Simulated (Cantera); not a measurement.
What does this Cantera script print?

```python
import numpy as np
import cantera as ct

gas_names = """
    SiC4H12 SiH3 C3H8 CS2
""".split()
cond_names = """
    S(cr1) S(cr2) S(L)
""".split()


# ... load() reads the species with a 1 bar reference pressure and builds the phases ...
species = {s.name: s for s in load("nasa_gas.yaml", gas_names) + load("nasa_condensed.yaml", cond_names)}
# Each term lists the table entries of one substance; the one whose range holds T is used.
reactions = {
    '10 S + 8 Si(CH3)4(g) = 8 SiH3(g) + 9 C3H8(g) + 5 CS2(g)':
        [(-10, ['S(cr1)', 'S(cr2)', 'S(L)']), (-8, ['SiC4H12']), (8, ['SiH3']), (9, ['C3H8']), (5, ['CS2'])],
}


def pick(names, T):
    return next(species[n] for n in names if species[n].thermo.min_temp <= T <= species[n].thermo.max_temp)


results = []
for label, terms in reactions.items():
    print(label)
    print("     T/K   dH/kJ  dS/(J/K)   dG/kJ   log10 K")
    for T in [300, 823, 848, 873, 898, 923, 948, 973, 998, 1023, 1048]:
        used = [(nu, pick(names, T)) for nu, names in terms]
        dH = sum(nu * s.thermo.h(T) for nu, s in used) / 1e6
        dS = sum(nu * s.thermo.s(T) for nu, s in used) / 1e3
        dG = dH - T * dS / 1e3
        logK = -dG * 1e6 / (ct.gas_constant * T * np.log(10))
        results.append((label, T, dH, dS, dG, logK, [s.name for _, s in used]))
        print(f"{T:8g} {dH:8.1f} {dS:8.1f} {dG:8.1f} {logK:8.2f}")
```

Output:

```
10 S + 8 Si(CH3)4(g) = 8 SiH3(g) + 9 C3H8(g) + 5 CS2(g)
     T/K   dH/kJ  dS/(J/K)   dG/kJ   log10 K
     300   3610.0   2143.8   2966.9  -516.58
     823   3484.3   1885.4   1932.6  -122.65
     848   3480.1   1880.5   1885.5  -116.14
     873   3475.7   1875.4   1838.5  -110.00
     898   3471.2   1870.2   1791.7  -104.22
     923   3466.4   1865.0   1745.0   -98.75
     948   3461.7   1859.9   1698.5   -93.58
     973   3457.1   1855.2   1652.0   -88.69
     998   3452.9   1850.9   1605.7   -84.04
    1023   3449.1   1847.2   1559.5   -79.63
    1048   3445.3   1843.5   1513.3   -75.43
```

Cantera with NASA thermochemical tables; ideal gases at 1 bar, condensed phases pure. Condensed species are held in their standard states even where they would react or evaporate.
